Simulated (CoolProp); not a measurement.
2000 sccm (0 °C, 1 atm) of nitrogen bubbles through liquid n-nonane at 294 K and leaves saturated at a total pressure of 0.0048 MPa (ideal gas phase). Each further row changes one setting.

Computed with CoolProp (reference Helmholtz-energy equation of state, Lemmon 2006). It is a short technical equation, of lower accuracy than the large ones.

```csv
case,vapour pressure (kPa),mole fraction of vapour,delivery (mg/min),delivery (sccm),change of delivery for a bath 1 K warmer (%)
as stated,0.445,0.0927,1170,204,7.4
bath temperature 299 K,0.612,0.128,1670,293,7.4
total pressure 0.0096 MPa,0.445,0.0464,556,97.2,7.1
```
